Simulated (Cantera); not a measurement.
Input: 1 mol Fe₃O₄, 1.6 mol CH₄, 8.2 mol H₂, at 1598 K and 21.0 Pa.

Method: chemical equilibrium by Gibbs-energy minimisation in Cantera with the NASA 1993 tables (ideal gas, pure condensed phases). Candidate condensed phases: C, C₆H₆, C₇H₈, C₈H₁₈, Fe, Fe(CO)₅, FeO, Fe(OH)₂, Fe(OH)₃, Fe₂O₃, Fe₃O₄, H₂O; 114 gas species. The numbers say what is thermodynamically allowed, not how fast it happens.

Base state: H₂ 0.696, H₂O 0.174, CO 0.113, CO₂ 0.00942, Fe 0.00503, H 0.00306, OH 2.98e-5 (mole fractions); condensed: Fe(γ).

Task: What changes in the equilibrium state with this change: Fe₃O₄ replaced by Fe₂O₃?

Result: 
| species | before | after |
|---|---|---|
| H₂ | 0.696 | 0.768 |
| CO | 0.113 | 0.117 |
| H₂O | 0.174 | 0.102 |
| CO₂ | 0.00942 | 0.00518 |
| Fe | 0.00503 | 0.00503 |
| OH | 2.98e-5 | 1.66e-5 |
| H | 0.00306 | 0.00322 |
| Fe(γ), mol | 2.93 | 1.93 |
